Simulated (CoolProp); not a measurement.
Vapour-liquid equilibrium of isobutane (1) + isobutene (2) at 308.2 K; x and y are mole fractions of (1).

Computed with CoolProp (multi-fluid Helmholtz-energy mixture model, Bücker 2006 and Lemmon 2005; pair parameters Bell 2016).

Problem. Give the bubble pressure and the first vapour's composition at x = 0.2, 0.425, 0.8. Is there an azeotrope?

Solution. x = 0.2: 0.4245 MPa, y = 0.224; x = 0.425: 0.4390 MPa, y = 0.454; x = 0.8: 0.4578 MPa, y = 0.813. No azeotrope shows between x = 0.05 and 0.95.

The pair parameters rest on a limited set of measurements; away from them the model extrapolates.
